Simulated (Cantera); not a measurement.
Input: 1 mol Si₃N₄, 0.0055 mol O₂, 58 mol H₂, held at 2000 °C and 18.8 Torr.

Equilibrium computed with Cantera from the NASA thermochemical tables; the gas is ideal and each condensed phase is pure. Candidate condensed phases: H₂O, Si, SiO₂, Si₂N₂O, Si₃N₄; 35 gas species. The tables' values for SiN are old estimates; treat these amounts as uncertain. Gases not in the tables: Si₂H₆ and higher silanes. Rates play no part.

Base state: H₂ 0.886, H 0.0500, N₂ 0.0313, Si 0.0293, SiH 0.00168, Si₂ 0.000538, SiH₂ 0.000368, SiO 0.000173 (mole fractions); condensed: Si(l).

What changes in the equilibrium state with this change: temperature from 2000 °C to 1250 °C?


```json
[
 {"species": "H₂", "before": "0.886", "after": "0.997"},
 {"species": "N₂", "before": "0.0313", "after": "0.00296"},
 {"species": "H", "before": "0.0500", "after": "0.000146"},
 {"species": "Si", "before": "0.0293", "after": "7.21e-7"},
 {"species": "SiO", "before": "0.000173", "after": "6.00e-5"},
 {"species": "Si₂", "before": "0.000538", "after": "1.08e-9"},
 {"species": "Si₃", "before": "0.000102", "after": "<1e-9"},
 {"species": "SiN", "before": "0.000120", "after": "7.24e-9"},
 {"species": "Si₂N", "before": "0.000126", "after": "1.12e-8"},
 {"species": "Si(l), mol", "before": "0.888", "after": "0"},
 {"species": "Si(s), mol", "before": "0", "after": "0.251"},
 {"species": "Si₂N₂O(s), mol", "before": "0", "after": "0.00751"},
 {"species": "Si₃N₄(s), mol", "before": "0", "after": "0.910"}
]
```
Mutual solubility and eutectic melting of coexisting phases are not modelled.

What changes in the equilibrium state with this change: temperature from 2000 °C to 1525 °C?


```tsv
species	before	after
H₂	0.886	0.964
N₂	0.0313	0.0333
H	0.0500	0.00219
Si	0.0293	0.000123
SiO	0.000173	0.000183
Si₂	0.000538	7.41e-7
Si₃	0.000102	1.77e-7
Si(l), mol	0.888	2.98
```
